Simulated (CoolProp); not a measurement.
Vapour-liquid equilibrium of ethylene (1) + propane (2) at 0.616 MPa; x and y are mole fractions of (1).

Model: multi-fluid Helmholtz-energy mixture model, Smukala 2000 and Lemmon 2009; pair parameters Bell 2016, in CoolProp.

```tsv
x	bubble temperature (°C)	y at the bubble point	dew temperature at overall composition x (°C)	liquid density (mol/L)
0.05	-0.7	0.255	7.1	12.13
0.15	-16.8	0.584	3.5	12.92
0.25	-28.9	0.756	-0.5	13.61
0.35	[?]	0.847	-4.7	14.25
0.45	-44.7	[?]	-9.4	14.86
0.55	-50.0	[?]	-14.8	[?]
0.65	-54.3	0.956	-20.9	16.02
0.75	-58.0	0.972	-28.4	16.61
0.85	[?]	[?]	-38.2	17.20
0.95	-64.1	0.995	-53.2	17.81
```

What belongs in the gaps?


- 0.35, bubble temperature (°C): -37.9
- 0.45, y at the bubble point: 0.900
- 0.55, y at the bubble point: 0.933
- 0.55, liquid density (mol/L): 15.44
- 0.85, bubble temperature (°C): -61.2
- 0.85, y at the bubble point: 0.985

No azeotrope shows between x = 0.05 and 0.95.

Pair parameters are fitted to limited data, so mixtures are less certain than the pure fluids.
